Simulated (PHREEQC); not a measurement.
Consider water at 20 °C with 18 mmol/kgw CdCl2, 5 mmol/kgw NaOH and 4 mmol/kgw MnSO4. Closed to the air; pH follows from the charge balance.

The numbers come from PHREEQC with the ion-association model, wateq4f.dat.

Problem. The ionic strength comes out as 0.0415 mol/kgw. What activity coefficients do Cd2OH+3, Cl-, CdOH+, CdCl+, NaSO4- get?

Solution. Cd2OH+3 0.19, Cl- 0.83, CdOH+ 0.83, CdCl+ 0.83, NaSO4- 0.84.

No solid was allowed to form. The solution is supersaturated, for example in Cd(OH)2, CdOHCl, so a real one may precipitate; this is no full list.
